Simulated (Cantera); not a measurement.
A perfectly stirred reactor is fed with CO : H2 : CH4 : O2 : N2 = 1 : 0.62 : 0.35 : 1.37 : 5.16 (molar parts), equivalence ratio 1.1, at 0.480 bar; it is adiabatic with a 800 K inlet, and is followed from long to short residence time, starting on the burning branch (τ in s: 0.24, 0.07, 0.02, 0.0059, 0.0017, 0.00049, 0.00014, 4e-05, 1.2e-05).

Detailed kinetics in Cantera: GRI-Mech 3.0 (53 species, 325 reactions).

x: mole fraction; the columns are a selection and need not sum to one.

| τ (s) | T (K) | x CO | x H2 | x CH4 | x NO | x HO2 |
|---|---|---|---|---|---|---|
| 0.24 | 2491 | 0.0562 | 0.0118 | 2.93e-7 | 0.00449 | 1.60e-6 |
| 0.070 | 2479 | 0.0570 | 0.0121 | ? | ? | 1.63e-6 |
| 0.020 | 2439 | 0.0597 | 0.0130 | 2.87e-6 | 0.00258 | 1.70e-6 |
| 0.0059 | 2340 | 0.0655 | 0.0153 | 7.51e-6 | 0.00102 | 1.89e-6 |
| 0.0017 | 2176 | 0.0725 | 0.0188 | 2.02e-5 | 0.000247 | 2.68e-6 |
| 0.00049 | ? | 0.0779 | 0.0219 | ? | ? | ? |
| 0.00014 | 1803 | 0.0856 | 0.0238 | 0.000240 | 2.49e-5 | 7.27e-6 |
| 4.0e-5 | 1618 | 0.111 | 0.0282 | 0.00144 | 5.03e-6 | 1.77e-5 |
| 1.2e-5 | 800 | 0.118 | 0.0729 | 0.0412 | <1e-12 | <1e-12 |

Fill in the missing entries.


- 0.070, x CH4: 9.51e-7
- 0.070, x NO: 0.00390
- 0.00049, T (K): 1988
- 0.00049, x CH4: 6.24e-5
- 0.00049, x NO: 7.09e-5
- 0.00049, x HO2: 4.35e-6
